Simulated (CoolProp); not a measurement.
Vapour pressure (MPa) of decamethyltetrasiloxane (MD2M): the reference equation beside estimates from Tc = 326.2 °C, pc = 1.144 MPa, ω = 0.635. Clausius-Clapeyron is anchored at 117.05 °C with a constant enthalpy of vaporisation of 48.86 kJ/mol.

Values from CoolProp's reference Helmholtz-energy equation of state, Thol 2017.

| T (°C) | reference | Lee-Kesler | Clausius-Clapeyron | van der Waals | Redlich-Kwong | Soave-Redlich-Kwong | Peng-Robinson |
|---|---|---|---|---|---|---|---|
| 92.25 | 0.003237 | 0.003341 | 0.003360 | 0.1089 | 0.02763 | 0.003328 | 0.003598 |
| 117.05 | 0.009337 | 0.009444 | 0.009337 | 0.1567 | ___ | 0.009427 | 0.009915 |
| 141.85 | ___ | 0.02284 | ___ | 0.2168 | ___ | 0.02285 | 0.02354 |
| 166.65 | 0.04884 | 0.04869 | 0.05104 | 0.2903 | ___ | 0.04890 | 0.04961 |
| 191.45 | 0.09418 | 0.09379 | 0.1042 | 0.3783 | 0.2237 | 0.09465 | 0.09499 |
| 216.25 | 0.1670 | 0.1664 | 0.1977 | 0.4816 | 0.3247 | 0.1689 | 0.1683 |
| 241.05 | 0.2769 | 0.2765 | 0.3528 | 0.6011 | 0.4531 | 0.2820 | 0.2799 |
| 265.85 | 0.4351 | 0.4362 | 0.5970 | 0.7375 | 0.6121 | 0.4459 | 0.4420 |
| 290.65 | 0.6562 | ___ | 0.9643 | 0.8914 | ___ | 0.6741 | 0.6692 |

Complete the blanks.


- 117.05, Redlich-Kwong: 0.05253
- 141.85, reference: 0.02281
- 141.85, Clausius-Clapeyron: 0.02297
- 141.85, Redlich-Kwong: 0.09112
- 166.65, Redlich-Kwong: 0.1470
- 290.65, Lee-Kesler: 0.6611
- 290.65, Redlich-Kwong: 0.8044

Absolute difference from the reference over all 9 rows, mean and median: Lee-Kesler 0.7 and 0.4 %, Clausius-Clapeyron 16.6 and 10.6 %, van der Waals 766.6 and 301.7 %, Redlich-Kwong 230.6 and 137.5 %, Soave-Redlich-Kwong 1.4 and 1.1 %, Peng-Robinson 3.2 and 1.6 %.
